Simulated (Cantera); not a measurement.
Input: 1 mol AlN, 0.36 mol H2O, 1 mol H2, at 1452 °C and 0.0133 bar.

Equilibrium computed with Cantera from the NASA thermochemical tables; the gas is ideal and each condensed phase is pure. Candidate condensed phases: Al, AlN, Al2O3, H2O; 35 gas species. Mutual solubility and eutectic melting of coexisting phases are not modelled. Rates play no part.

Question: What is the equilibrium state?

Answer: 
| Property | Value |
|---|---|
| x(H2) | 0.917 |
| x(N2) | 0.0811 |
| x(H) | 0.00154 |
| x(Al) | 0.000109 |
| x(Al2O) | 2.50e-5 |
| x(AlH) | 6.77e-6 |
| x(H2O) | 6.08e-6 |
| x(AlOH) | 1.53e-6 |
| n(AlN(s)) | 0.760 mol |
| n(Al2O3(s)) | 0.120 mol |
| gas amount | 1.481 mol |
| log10 activity of Al(l) (absent) | -2.35 |
